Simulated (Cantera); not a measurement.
Equilibrium for boron, boron nitride and boron oxide: borazine + H2O + N2

Input: 1 mol borazine, 1.9 mol H2O, 3.8 mol N2, at 1452 °C and 133 Pa.

Cantera equilibrium calculation (NASA polynomials, part measured and part estimated; ideal gas, pure solids and liquids). Candidate condensed phases: B, BN, B2O3, B3O3H3, H2O; 39 gas species. The feed counts by its element totals alone. Kinetics and transport are ignored.

```json
{
 "x(N2)": "0.444",
 "x(H2)": "0.441",
 "x(HBO)": "0.0522",
 "x(B2O2)": "0.0271",
 "x(B2O3)": "0.0196",
 "x(BO)": "0.00776",
 "x(HBO2)": "0.00479",
 "x(H)": "0.00338",
 "x(H2O)": "7.43e-5",
 "n(BN(s))": "1.35 mol",
 "gas_amount": "10.40 mol",
 "log10 activity of B(s) (absent)": "-1.39",
 "log10 activity of B3O3H3(s) (absent)": "-14.01"
}
```
